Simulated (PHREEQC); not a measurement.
# Brine: speciation

A solution holds 136 mmol/kgw MgCl2 and 118 mmol/kgw Na2SO4, at 56 °C. Closed to the air; pH follows from the charge balance.

Computed with PHREEQC (Pitzer model, pitzer.dat).

No solid was allowed to form.

Q: What activity of water, osmotic coefficient, density does the model give?

A: activity of water 0.989; osmotic coefficient 0.801; density 1.010 g/cm³.

Species that the database lacks are ignored. Constants without temperature data keep their 25 °C values here.
